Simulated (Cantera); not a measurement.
Input: 1 mol FeS₂, 2.2 mol H₂S, 0.66 mol H₂O, held at 1025 °C and 22.0 mbar.

Method: chemical equilibrium by Gibbs-energy minimisation in Cantera with the NASA 1993 tables (ideal gas, pure condensed phases). Candidate condensed phases: Fe, FeO, Fe(OH)₂, Fe(OH)₃, FeS, FeSO₄, FeS₂, Fe₂O₃, Fe₂(SO₄)₃, Fe₃O₄, H₂O, H₂SO₄, S; 22 gas species. FeS: taken at fixed stoichiometry. Gases not in the tables: S₃ to S₇. The numbers say what is thermodynamically allowed, not how fast it happens.

Base state: H₂ 0.298, S₂ 0.274, H₂S 0.260, H₂O 0.166, SH 0.00183, SO₂ 0.000420, S₂O 0.000157, SO 7.28e-5 (mole fractions); condensed: FeS(s).

Task: What changes in the equilibrium state with this change: temperature from 1025 °C to 1627 °C?

Result: 
| species | before | after |
|---|---|---|
| H₂ | 0.298 | 0.472 |
| S₂ | 0.274 | 0.321 |
| H₂O | 0.166 | 0.125 |
| H₂S | 0.260 | 0.0312 |
| SO | 7.28e-5 | 0.0102 |
| SH | 0.00183 | 0.0220 |
| Fe | <1e-9 | 0.00204 |
| OH | 2.85e-8 | 7.98e-5 |
| H | 3.94e-6 | 0.00368 |
| S | 9.59e-6 | 0.00610 |
| SO₂ | 0.000420 | 0.00612 |
| S₂O | 0.000157 | 0.000599 |
| FeS(s), mol | 1.00 | 0 |
| FeS(l), mol | 0 | 0.991 |

Task: What changes in the equilibrium state with this change: H₂S from 2.2 to 1.3 mol?

Result: 
```json
[
 {"species": "S₂", "before": "0.274", "after": "0.298"},
 {"species": "H₂", "before": "0.298", "after": "0.244"},
 {"species": "H₂O", "before": "0.166", "after": "0.233"},
 {"species": "H₂S", "before": "0.260", "after": "0.222"},
 {"species": "SO₂", "before": "0.000420", "after": "0.00128"},
 {"species": "S₂O", "before": "0.000157", "after": "0.000291"},
 {"species": "FeS(s), mol", "before": "1.00", "after": "1.00"}
]
```

Task: What changes in the equilibrium state with this change: 0.14 mol CO₂ added?

Result: 
| species | before | after |
|---|---|---|
| H₂ | 0.298 | 0.274 |
| S₂ | 0.274 | 0.269 |
| H₂S | 0.260 | 0.237 |
| CO | 0 | 0.0241 |
| H₂O | 0.166 | 0.184 |
| CO₂ | 0 | 0.00923 |
| COS | 0 | 0.000672 |
| CS₂ | 0 | 1.16e-5 |
| SO₂ | 0.000420 | 0.000601 |
| SO | 7.28e-5 | 8.67e-5 |
| FeS(s), mol | 1.00 | 1.00 |
Further candidate phases: C, C₆H₆, C₇H₈, C₈H₁₈, Fe(CO)₅.
